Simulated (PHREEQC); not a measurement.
Make-up at 25 °C: 7.2 mmol/kgw NaBr and 1.2 mmol/kgw MgSO4. Closed to the air; pH follows from the charge balance.

Equilibrium calculation in PHREEQC: Pitzer model, pitzer.dat.

### Question
The ionic strength comes out as 0.0120 mol/kgw. What activity coefficients do Mg+2, SO4-2, Na+, Br- get?

### Answer
Mg+2 0.62, SO4-2 0.61, Na+ 0.90, Br- 0.89. Single-ion values are on the MacInnes scale.

Precipitation was switched off in this run.
